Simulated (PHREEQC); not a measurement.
**Arsenic or selenium liquor: speciation**

Dissolve 0.0023 mol H2SeO3, 0.0089 mol HCl and 0.19 mol NaCl per kg of water at 20 °C. Closed to the air; pH follows from the charge balance.

Model: ion-association model, wateq4f.dat, run in PHREEQC.

```
Quantity                   Value
-----------------  -------------
pH                          2.12
ionic strength     0.200 mol/kgw
activity of water          0.993
total alkalinity    -13.5 meq/kg
```

```tsv
species	molality	activity	log γ
Cl-	0.199	0.142	-0.146
Na+	0.190	0.142	-0.128
H+	0.00947	0.00756	-0.097
H2SeO3	0.00173	0.00181	0.020
HSeO3-	0.000569	0.000426	-0.126
```

Precipitation was switched off in this run. Complexes and solids missing from the database can't appear.
